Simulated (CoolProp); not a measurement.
Hydrogen chloride along the isobar 40700 kPa: fugacity coefficient from the reference equation and from simpler models built on Tc = 51.5 °C, pc = 8314 kPa, ω = 0.130; each cubic takes its own stable root.

The numbers come from the reference Helmholtz-energy equation of state, Thol 2018 in CoolProp.

```csv
T (°C),phase,reference,van der Waals,Redlich-Kwong,Soave-Redlich-Kwong,Peng-Robinson
-30.05,liquid,0.04502,0.1352,0.05845,0.05110,0.04635
4.75,liquid,0.1039,0.2080,___,0.1199,0.1083
39.65,liquid,0.1897,0.2883,___,0.2200,0.1989
74.45,supercritical,0.2939,0.3709,0.3308,___,0.3082
109.35,supercritical,0.4057,___,0.4391,0.4652,0.4233
144.25,supercritical,0.5134,0.5288,0.5397,0.5828,0.5324
179.05,supercritical,0.6088,0.5988,0.6274,0.6846,___
213.95,supercritical,0.6891,0.6614,0.7017,0.7696,0.7094
248.85,supercritical,0.7547,0.7162,0.7630,___,0.7766
283.65,supercritical,0.8079,0.7632,0.8132,0.8939,0.8317
318.55,supercritical,0.8515,0.8036,0.8544,___,0.8769
```

**Question.** Some entries are withheld; supply them.

**Answer.** 
- 4.75, Redlich-Kwong: 0.1288
- 39.65, Redlich-Kwong: 0.2236
- 74.45, Soave-Redlich-Kwong: 0.3399
- 109.35, van der Waals: 0.4521
- 179.05, Peng-Robinson: 0.6281
- 248.85, Soave-Redlich-Kwong: 0.8386
- 318.55, Soave-Redlich-Kwong: 0.9383
